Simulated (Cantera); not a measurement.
A closed system holds: 1 mol B2O3, 1.1 mol H2O, 0.55 mol H2, at 2175 K and 10000 Pa.

Method: chemical equilibrium by Gibbs-energy minimisation in Cantera with the NASA 1993 tables (ideal gas, pure condensed phases). Candidate condensed phases: B, B2O3, B3O3H3, H2O; 23 gas species. Equilibrium is a limit: real reactors are often held back by kinetics, nucleation or transport.

Base state: HBO2 0.450, H2 0.199, H2O 0.189, B2O3 0.145, H 0.00688, HBO 0.00461, BO2 0.00252, BO 0.00198 (mole fractions); condensed: gas only.

Q: What changes in the equilibrium state with this change: H2O from 1.1 to 4.7 mol?

A: 
```json
[
 {"species": "H2O", "before": "0.189", "after": "0.601"},
 {"species": "HBO2", "before": "0.450", "after": "0.280"},
 {"species": "H2", "before": "0.199", "after": "0.0889"},
 {"species": "B2O3", "before": "0.145", "after": "0.0176"},
 {"species": "B2O2", "before": "0.000229", "after": "3.89e-6"},
 {"species": "O2", "before": "8.55e-6", "after": "0.000434"},
 {"species": "HBO", "before": "0.00461", "after": "0.000402"}
]
```

Q: What changes in the equilibrium state with this change: temperature from 2175 K to 1350 K?

A: 
```csv
species,before,after
H2O,0.189,0.654
H2,0.199,0.331
HBO2,0.450,0.0140
B2O3,0.145,7.03e-6
BO,0.00198,<1e-9
BO2,0.00252,3.73e-9
B2O2,0.000229,<1e-9
"B2O3(l), mol",0,0.985
```
Gases not in the tables: H3BO3.

Q: What changes in the equilibrium state with this change: H2O from 1.1 to 0.076 mol?

A: 
| species | before | after |
|---|---|---|
| B2O3 | 0.145 | 0.465 |
| H2 | 0.199 | 0.254 |
| HBO2 | 0.450 | 0.178 |
| H2O | 0.189 | 0.00915 |
| B2O2 | 0.000229 | 0.0193 |
| HBO | 0.00461 | 0.0479 |
| BO | 0.00198 | 0.0182 |
| O | 2.13e-5 | 8.08e-7 |
| OH | 0.000877 | 3.77e-5 |
| BO2 | 0.00252 | 0.000880 |
| H | 0.00688 | 0.00778 |
